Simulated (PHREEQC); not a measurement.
Dissolve 0.13 mol/kgw CuSO4 and 0.00048 mol/kgw H3BO3 at 60 °C. Closed to the air; pH follows from the charge balance.

Model: ion-association model, phreeqc.dat, run in PHREEQC.

The ionic strength comes out as 0.252 mol/kgw. What activity coefficients do CuOH+, HSO4-, Cu2(OH)2+2, Cu+2, H+ get?

CuOH+ 0.69, HSO4- 0.72, Cu2(OH)2+2 0.27, Cu+2 0.28, H+ 0.78.

Precipitation was switched off in this run. Complexes and solids missing from the database can't appear. At this temperature some constants are extrapolated from 25 °C, and those without enthalpy data are left unchanged.
